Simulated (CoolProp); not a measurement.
The numbers come from the reference Helmholtz-energy equation of state, Tillner-Roth 1997 in CoolProp.

Question: For CH2F2 (R32), give the phase and the isothermal compressibility (1/MPa), expansivity (1/kK) at 238.2 K and 1.01 bar.

Answer: 
- 238.2 K and 1.01 bar: gas; isothermal compressibility 10.2, expansivity 4.76
